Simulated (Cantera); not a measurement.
Feed: 1 mol HMDSO, 7.4 mol H2O, 1.1 mol N2, at 1223 K and 75.0 Torr.

Cantera equilibrium calculation (NASA polynomials, part measured and part estimated; ideal gas, pure solids and liquids). Candidate condensed phases: C, C6H6, C7H8, C8H18, H2O, Si, SiC, SiO2, Si2N2O, Si3N4; 151 gas species. The feed counts by its element totals alone. The tables hold silica as quartz up to 1696 K and as liquid above; real silica turns to tridymite and cristobalite and melts near 1996 K. Rates play no part.

Base state: H2 0.748, CO 0.201, N2 0.0503, CH4 0.000745, H2O 0.000302, CO2 5.54e-5, HCN 1.86e-5 (mole fractions); condensed: C(graphite) + SiO2(β-quartz).

Problem. What changes in the equilibrium state with this change: HMDSO replaced by TEOS?

Solution. 
| species | before | after |
|---|---|---|
| H2 | 0.748 | 0.617 |
| CO | 0.201 | 0.289 |
| N2 | 0.0503 | 0.0415 |
| H2O | 0.000302 | 0.0400 |
| CO2 | 5.54e-5 | 0.0128 |
| CH4 | 0.000745 | 4.53e-6 |
| HCN | 1.86e-5 | 1.37e-7 |
| C(graphite), mol | 1.59 | 0 |
| SiO2(β-quartz), mol | 2.00 | 1.00 |

Problem. What changes in the equilibrium state with this change: temperature from 1223 K to 2123.15 K?

Solution. 
```
species                before    after
-------------------  --------  -------
H2                      0.748    0.621
CO                      0.201    0.233
SiO                   2.17e-9   0.0781
H2O                  0.000302   0.0145
N2                     0.0503   0.0429
CH4                  0.000745    <1e-9
OH                      <1e-9  2.58e-5
H                     8.22e-7  0.00895
C(graphite), mol         1.59        0
SiO2(β-quartz), mol      2.00        0
```
